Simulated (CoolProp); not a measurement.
Vapour-liquid equilibrium of carbon dioxide (1) + n-pentane (2) at 246.3 K; x and y are mole fractions of (1).

Values from CoolProp's multi-fluid Helmholtz-energy mixture model, Span 1996 and Thol 2019; pair parameters Kunz 2012.

### Question
Give the bubble pressure and the first vapour's composition at x = 0.05, 0.2, 0.5. Is there an azeotrope?

### Answer
x = 0.05: 121.3 kPa, y = 0.950; x = 0.2: 500.4 kPa, y = 0.988; x = 0.5: 1020 kPa, y = 0.994. No azeotrope shows between x = 0.05 and 0.95.

Pair parameters are fitted to limited data, so mixtures are less certain than the pure fluids. The gap from Raoult's law changes sign with composition, which may be real or a fault of the pair parameters; it wasn't checked against measurements. With so large a gap from Raoult's law the liquid may split in two, which this calculation doesn't test in full.
